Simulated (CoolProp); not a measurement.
Vapour-liquid equilibrium of R134a (1) + R142b (2) at -61.15 °C; x and y are mole fractions of (1).

Values from CoolProp's multi-fluid Helmholtz-energy mixture model, Tillner-Roth 1994 and Lemmon 2006; pair parameters Bell 2016.

```csv
x,bubble pressure (MPa),y at the bubble point,dew pressure at overall composition x (MPa),liquid density (mol/L)
0.05,0.007215,0.130,0.006826,13.05
0.15,0.008368,0.326,0.007320,13.18
0.25,0.009420,0.466,0.007886,13.31
0.35,0.01037,0.573,0.008536,13.45
0.45,0.01123,0.658,0.009288,13.59
0.55,0.01200,0.730,0.01015,13.74
0.65,0.01270,0.793,0.01114,13.89
0.75,0.01334,0.851,0.01222,14.05
0.85,0.01394,0.908,0.01333,14.22
0.95,0.01449,0.968,0.01433,14.39
```

No azeotrope shows between x = 0.05 and 0.95.

The pair parameters rest on a limited set of measurements; away from them the model extrapolates.
